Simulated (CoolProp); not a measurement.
Vapour-liquid equilibrium of cyclohexane (1) + n-octane (2) at 337.1 K; x and y are mole fractions of (1).

The numbers come from the multi-fluid Helmholtz-energy mixture model, Zhou 2014 and Beckmüller 2019; pair parameters Bell 2016 in CoolProp.

| x | bubble pressure, mixture model (MPa) | bubble pressure, Raoult's law (MPa) | y, mixture model | y, Raoult's law |
|---|---|---|---|---|
| 0.05 | 0.01476 | 0.01475 | 0.200 | 0.201 |
| 0.2 | 0.02190 | 0.02181 | 0.543 | 0.545 |
| 0.35 | 0.02904 | 0.02886 | 0.718 | 0.721 |
| 0.5 | 0.03611 | 0.03592 | 0.824 | 0.827 |
| 0.65 | 0.04310 | 0.04297 | 0.895 | 0.899 |
| 0.8 | 0.05007 | 0.05003 | 0.948 | 0.950 |
| 0.95 | 0.05708 | 0.05709 | 0.988 | 0.989 |

The largest gap from Raoult's law is +0.6 % in bubble pressure, at x = 0.35. No azeotrope shows between x = 0.05 and 0.95.

Pair parameters are fitted to limited data, so mixtures are less certain than the pure fluids.
